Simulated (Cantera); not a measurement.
Feed: 1 mol FeS, 0.22 mol SO2, 0.94 mol CO2, equilibrated at 773.15 K and 11.0 mbar.

Cantera equilibrium calculation (NASA polynomials, part measured and part estimated; ideal gas, pure solids and liquids). Candidate condensed phases: C, Fe, Fe(CO)5, FeO, FeS, FeSO4, FeS2, Fe2O3, Fe2(SO4)3, Fe3O4, S; 25 gas species. FeS: taken at fixed stoichiometry. Gases not in the tables: S3 to S7. Equilibrium is a limit: real reactors are often held back by kinetics, nucleation or transport.

Base state: CO2 0.920, SO2 0.0781, S2 0.00204, CO 0.000123, COS 6.18e-5, S2O 5.82e-5 (mole fractions); condensed: FeS(s) + FeS2(s) + Fe3O4(s).

### Question
What changes in the equilibrium state with this change: FeS replaced by MgO?

### Answer
```tsv
species	before	after
CO2	0.920	0.810
SO2	0.0781	0.190
CO	0.000123	1.05e-6
S2	0.00204	<1e-9
COS	6.18e-5	<1e-9
S2O	5.82e-5	<1e-9
FeS(s), mol	0.443	0
FeS2(s), mol	0.346	0
Fe3O4(s), mol	0.0701	0
MgO(s), mol	0	1.000
```
Further candidate phases: Mg, MgCO3, MgO, MgS, MgSO4.
